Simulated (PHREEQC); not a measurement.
## Brackish or sea water: an equilibrium model

Synthetic water in mmol/kgw, 25 °C, pH 6.88:

| constituent | mmol/kgw |
|---|---|
| Na | 100 |
| K | 14.5 |
| Ca | 1.27 |
| Mg | 16.7 |
| Cl | 142 |
| S(6) | 0.382 |
| Alkalinity (meq/kgw) | 0.376 |

Cl is adjusted to close the charge balance.
Valence states are taken as typed.

The numbers come from PHREEQC with the Pitzer model, pitzer.dat.

Precipitation was switched off in this run.

Task: Estimate the specific conductance, osmotic coefficient.

Result: specific conductance 15200 µS/cm; osmotic coefficient 0.913.

Task: In which forms is C present?

Result: HCO3- 82 %, CO2 18 % of the C.

Complexes and solids missing from the database can't appear.
